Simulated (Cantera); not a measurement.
A closed system holds: 1 mol (CH3)2SiCl2, 0.012 mol CH4, 2.2 mol H2, held at 0.975 Torr.

Cantera equilibrium calculation (NASA polynomials, part measured and part estimated; ideal gas, pure solids and liquids). Candidate condensed phases: C, C6H6, C7H8, C8H18, Si, SiC; 109 gas species. The feed counts by its element totals alone. The tables' values for SiCl3 are old estimates; treat these amounts as uncertain. Kinetics and transport are ignored. All values below are at 1000 K.

Base state: H2 0.728, HCl 0.253, SiCl4 0.0182, SiHCl3 0.000369, SiCl3 0.000209, CH4 6.59e-5, SiCl2 5.81e-5 (mole fractions); condensed: C(graphite) + SiC(s).

Task: What changes in the equilibrium state with this change: (CH3)2SiCl2 replaced by Si(CH3)4?

Result: 
```json
[
 {"species": "H2", "before": "0.728", "after": "1.000"},
 {"species": "CH4", "before": "6.59e-5", "after": "0.000124"},
 {"species": "HCl", "before": "0.253", "after": "0"},
 {"species": "SiCl4", "before": "0.0182", "after": "0"},
 {"species": "SiHCl3", "before": "0.000369", "after": "0"},
 {"species": "SiCl3", "before": "0.000209", "after": "0"},
 {"species": "SiCl2", "before": "5.81e-5", "after": "0"},
 {"species": "C(graphite), mol", "before": "1.13", "after": "3.01"},
 {"species": "SiC(s), mol", "before": "0.885", "after": "1.00"}
]
```
